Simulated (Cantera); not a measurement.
A Cantera script and what it prints.

```python
import numpy as np
import cantera as ct

gas_names = """
    H HO2 H2 H2O H2O2 O OH O2 O3 Ti TiO TiO2
""".split()
cond_names = """
    H2O(s) H2O(L) Ti(a) Ti(b) Ti(L) TiO(a) TiO(b) TiO(L) TiO2(ru) TiO2(L) Ti2O3(a) Ti2O3(b) Ti2O3(L)
    Ti3O5(a) Ti3O5(b) Ti3O5(L) Ti4O7(s) Ti4O7(L)
""".split()


# ... load() reads the species with a 1 bar reference pressure and builds the phases ...
atoms = {
    'Ti': {'Ti': 1},
    'H2O': {'H': 2, 'O': 1},
    'H2': {'H': 2},
}
top_T = {}  # K; cautious upper limits of use, not melting points


# ... equilibrate(T, P, feed) seeds the gas with the atoms and calls Mixture.equilibrate('TP', solver="vcs", rtol=1e-11, max_steps=5000) ...
results = []
feed = {'Ti': 1, 'H2O': 18, 'H2': 3.3}  # mol
T = 1150  # K
P = 13332.2  # Pa
mix = equilibrate(T, P, feed)
results.append((T, P, feed, dict(zip(mix.species_names, mix.species_moles))))
x = sorted(zip(gas.X, gas.species_names), reverse=True)
print(f"T = {T:g} K  P = {P:g} Pa  gas = {mix.phase_moles(0):.4g} mol")
print("   x: " + "  ".join(f"{s} {v:.3e}" for v, s in x if v > 1e-05))
print("   condensed (mol): " + ("  ".join(f"{mix.phase(i).name} {mix.phase_moles(i):.4g}"
      for i in range(1, mix.n_phases) if mix.phase_moles(i) > 1e-12) or "none"))
```

Output:

```
T = 1150 K  P = 13332.2 Pa  gas = 21.3 mol
   x: H2O 7.512e-01  H2 2.488e-01
   condensed (mol): TiO2(ru) 1
```

Cantera equilibrium calculation (NASA polynomials, part measured and part estimated; ideal gas, pure solids and liquids). Gases not in the tables: TiO(OH)2.
